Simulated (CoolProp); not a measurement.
Saturation properties of nitrous oxide.

The numbers come from the reference Helmholtz-energy equation of state, Lemmon 2006 in CoolProp. It is a short technical equation, of lower accuracy than the large ones.

```json
[
 {"T (K)": "210.7", "p (MPa)": "0.3861", "liquid density (kg/m³)": "1151", "vapour density (kg/m³)": "10.41"},
 {"T (K)": "212.9", "p (MPa)": "0.4251", "liquid density (kg/m³)": "1144", "vapour density (kg/m³)": "11.40"},
 {"T (K)": "215.2", "p (MPa)": "0.4690", "liquid density (kg/m³)": "1136", "vapour density (kg/m³)": "12.51"},
 {"T (K)": "217.5", "p (MPa)": "0.5163", "liquid density (kg/m³)": "1129", "vapour density (kg/m³)": "13.70"},
 {"T (K)": "219.7", "p (MPa)": "0.5647", "liquid density (kg/m³)": "1121", "vapour density (kg/m³)": "14.92"},
 {"T (K)": "222", "p (MPa)": "0.6190", "liquid density (kg/m³)": "1114", "vapour density (kg/m³)": "16.29"},
 {"T (K)": "224.3", "p (MPa)": "0.6770", "liquid density (kg/m³)": "1106", "vapour density (kg/m³)": "17.75"},
 {"T (K)": "226.5", "p (MPa)": "0.7362", "liquid density (kg/m³)": "1098", "vapour density (kg/m³)": "19.24"},
 {"T (K)": "228.8", "p (MPa)": "0.8022", "liquid density (kg/m³)": "1090", "vapour density (kg/m³)": "20.91"},
 {"T (K)": "231.1", "p (MPa)": "0.8724", "liquid density (kg/m³)": "1082", "vapour density (kg/m³)": "22.68"},
 {"T (K)": "233.4", "p (MPa)": "0.9471", "liquid density (kg/m³)": "1074", "vapour density (kg/m³)": "24.58"},
 {"T (K)": "235.6", "p (MPa)": "1.023", "liquid density (kg/m³)": "1066", "vapour density (kg/m³)": "26.50"},
 {"T (K)": "237.9", "p (MPa)": "1.107", "liquid density (kg/m³)": "1057", "vapour density (kg/m³)": "28.64"}
]
```

It boils at 184.7 K under 1 atm.
